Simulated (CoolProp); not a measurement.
A simple Rankine cycle with dimethyl ether: condensing at 299.15 K, boiler at 2.6 MPa, turbine inlet 400.9 K, turbine efficiency 0.6, pump efficiency 0.8, no recuperator. Each further row changes one setting.

Computed with CoolProp (reference Helmholtz-energy equation of state, Wu 2011).

```
case                             thermal efficiency (%)  net work (kJ/kg)  heat in (kJ/kg)  turbine exit temperature (K)  volume ratio over the turbine
-------------------------------  ----------------------  ----------------  ---------------  ----------------------------  -----------------------------
as stated                                           8.7              46.0              532                         350.4                            [?]
turbine inlet 420.9 K                               8.8              50.3              574                         372.5                            [?]
condensing temperature 291.15 K                     9.7              53.5              551                         343.9                            [?]
boiler pressure 1.82 MPa                            6.9               [?]              550                         365.6                           2.97
turbine efficiency 0.5                              [?]              37.7              532                         355.2                           4.43
```

Q: Complete the blanks.

A: 
- as stated, volume ratio over the turbine: 4.35
- turbine inlet 420.9 K, volume ratio over the turbine: 4.28
- condensing temperature 291.15 K, volume ratio over the turbine: 5.47
- boiler pressure 1.82 MPa, net work (kJ/kg): 38.0
- turbine efficiency 0.5, thermal efficiency (%): 7.1
